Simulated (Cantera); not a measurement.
## Hydrocarbon pyrolysis for carbon deposition

An isothermal, constant-pressure homogeneous reactor starts with 1.23 % C2H6, 98.8 % N2, at 1575 K and 0.0132 atm.

Cantera simulation using GRI-Mech 3.0 (53 species, 325 reactions); the numbers are that mechanism's predictions, not measurements. GRI-Mech 3.0 stops at C3 and has no aromatics, soot or wall deposition, so with more carbon than oxygen in the feed, carbon stays in small species such as C2H2 where larger ones or solid carbon would form. Radical loss at walls, strong at low pressure, is not modelled.

| t (s) | x C2H6 | x H | x C2H4 | x HCN | x CH4 |
|---|---|---|---|---|---|
| 5.00e-6 | 0.0123 | 8.47e-9 | 4.40e-10 | <1e-12 | 4.70e-9 |
| 1.69e-5 | 0.0123 | 3.34e-8 | 8.18e-9 | <1e-12 | 5.40e-8 |
| 5.74e-5 | 0.0122 | 2.61e-7 | 2.04e-7 | <1e-12 | 6.17e-7 |
| 0.000195 | 0.0120 | 4.43e-6 | 6.39e-6 | 3.28e-12 | 6.98e-6 |
| 0.000660 | 0.0109 | 7.49e-5 | 0.000259 | 1.67e-8 | 7.52e-5 |
| 0.00224 | 0.00548 | 0.000331 | 0.00371 | 1.53e-6 | 0.000707 |
| 0.00758 | 0.000166 | 0.000477 | 0.00474 | 8.52e-6 | 0.00223 |
| 0.0257 | 5.36e-6 | 0.000196 | 0.00115 | 1.22e-5 | 0.00202 |
| 0.0871 | 1.28e-6 | 0.000102 | 0.000143 | 1.33e-5 | 0.00174 |
| 0.295 | 3.82e-7 | 5.96e-5 | 2.31e-5 | 1.39e-5 | 0.00149 |
| 1.00 | 1.32e-7 | 3.99e-5 | 8.67e-6 | 1.43e-5 | 0.00125 |
x: mole fraction; the columns are a selection and need not sum to one.

Equilibrium at this temperature and pressure: C2H6 <1e-12, H 5.62e-5, C2H4 7.26e-8, HCN 0.0208, CH4 7.90e-7 (gas phase only).
